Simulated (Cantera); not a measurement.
Cantera run:

```python
import numpy as np
import cantera as ct

gas_names = """
    CL CL2 H HCL H2 Si SiCL SiCL2 SiCL3 SiCL4 SiH SiHCL3 SiH2 SiH2CL2 SiH3 SiH3CL SiH4 Si2 Si3
""".split()
cond_names = """
    Si(cr) Si(L)
""".split()


# ... load() reads the species with a 1 bar reference pressure and builds the phases ...
atoms = {
    'SiHCl3': {'Si': 1, 'H': 1, 'CL': 3},
    'H2': {'H': 2},
}
top_T = {}  # K; cautious upper limits of use, not melting points


# ... equilibrate(T, P, feed) seeds the gas with the atoms and calls Mixture.equilibrate('TP', solver="vcs", rtol=1e-11, max_steps=5000) ...
results = []
feed = {'SiHCl3': 1, 'H2': 24}  # mol
P = 160000  # Pa
for T in [1473, 1523, 1573, 1623, 1673, 1723, 1773, 1823]:
    mix = equilibrate(T, P, feed)
    results.append((T, P, feed, dict(zip(mix.species_names, mix.species_moles))))

top = {s: max(r[3][s] / sum(r[3][g] for g in gas_names) for r in results) for s in gas_names}
cols = sorted((s for s in top if top[s] > 1e-06), key=lambda s: -top[s])[:5]
seen = [c for c in cond_names if any(r[3].get(c, 0) > 1e-12 for r in results)]
print("log10 of partial pressures in bar; condensed amounts in mol")
print(f"{'T/K':>10s}" + "".join(f"{s[:9]:>10s}" for s in cols + seen))
for T, P, feed, n in results:
    ng = sum(n[g] for g in gas_names)
    print(f"{T:10.4g}" + "".join(f"{np.log10(max(n[s] / ng * P / 1e5, 1e-99)):10.3f}" for s in cols)
          + "".join(f"{n.get(c, 0):10.4g}" for c in seen))
```

Output:

```
log10 of partial pressures in bar; condensed amounts in mol
       T/K        H2       HCL     SiCL2    SiHCL3     SiCL3    Si(cr)     Si(L)
      1473     0.167    -1.014    -1.697    -2.257    -2.321    0.4258         0
      1523     0.165    -0.988    -1.627    -2.424    -2.365    0.4329         0
      1573     0.164    -0.972    -1.578    -2.603    -2.429    0.4357         0
      1623     0.163    -0.962    -1.543    -2.787    -2.506    0.4354         0
      1673     0.163    -0.956    -1.518    -2.971    -2.591    0.4333         0
      1723     0.162    -0.945    -1.513    -3.157    -2.683         0    0.4465
      1773     0.161    -0.933    -1.520    -3.341    -2.777         0    0.4668
      1823     0.161    -0.922    -1.528    -3.518    -2.871         0    0.4855
```

These are equilibrium values from Cantera (NASA tables, ideal gas, pure condensed phases), not measurements of a reactor. The tables' values for SiCl3, SiCl are old estimates; treat these amounts as uncertain. Gases not in the tables: Si2H6 and higher silanes.
